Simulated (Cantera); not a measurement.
Standard-state values (1 bar) from the NASA 1993 polynomials, evaluated with Cantera. Values are per mole of reaction as written; species without (g) are pure solids or liquids, kept so even where they would boil at 1 bar.

3 Nb₂O₅ = 6 Nb + 5 O₃(g)

```csv
T (K),ΔH° (kJ),ΔS° (J/K),ΔG° (kJ),log10 K,condensed phases
1325,___,___,___,___,"Nb₂O₅(s), Nb(s)"
1475,6318.4,886.2,5011.3,-177.46,"Nb₂O₅(s), Nb(s)"
1625,___,___,___,___,"Nb₂O₅(s), Nb(s)"
1775,___,___,___,___,"Nb₂O₅(s), Nb(s)"
1925,5959.1,684.4,4641.6,-125.95,"Nb₂O₅(l), Nb(s)"
2075,5931.6,670.6,4540.1,-114.29,"Nb₂O₅(l), Nb(s)"
2225,5907.9,659.6,4440.3,-104.24,"Nb₂O₅(l), Nb(s)"
2375,___,___,___,___,"Nb₂O₅(l), Nb(s)"
```

Problem. What belongs in the gaps?

Solution. 
- 1325, ΔH° (kJ): 6330.1
- 1325, ΔS° (J/K): 894.5
- 1325, ΔG° (kJ): 5144.8
- 1325, log10 K: -202.82
- 1625, ΔH° (kJ): 6308.5
- 1625, ΔS° (J/K): 879.8
- 1625, ΔG° (kJ): 4878.9
- 1625, log10 K: -156.83
- 1775, ΔH° (kJ): 6301.1
- 1775, ΔS° (J/K): 875.4
- 1775, ΔG° (kJ): 4747.3
- 1775, log10 K: -139.70
- 2375, ΔH° (kJ): 5888.2
- 2375, ΔS° (J/K): 651.0
- 2375, ΔG° (kJ): 4342.1
- 2375, log10 K: -95.50
